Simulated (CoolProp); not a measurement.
Aqueous ammonia as a coolant, 4 % by mass, freezing at -4.8 °C, 1 atm.

Values from CoolProp's Melinder's fits for secondary coolants.

```
T (°C)  conductivity (W/(m K))  density (kg/m³)  Prandtl number  cp (kJ/(kg K))
------  ----------------------  ---------------  --------------  --------------
-1                       0.528            984.1            16.1           4.215
3.2                      0.538            983.9            13.6           4.208
7.4                      0.547            983.4            11.7           4.200
11.6                     0.554            982.8            10.2           4.194
15.8                     0.561            982.0            9.02           4.189
20                       0.568            981.0            8.04           4.185
24.2                     0.575            979.8            7.18           4.184
28.4                     0.582            978.5            6.39           4.185
```
